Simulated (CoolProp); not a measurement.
Model: reference Helmholtz-energy equation of state, Wagner 2002, in CoolProp.

For water, give the phase and the cp (kJ/(kg K)), speed of sound (m/s) at 707.2 K and 18.8 MPa.


- 707.2 K and 18.8 MPa: gas; cp 4.16, speed of sound 563
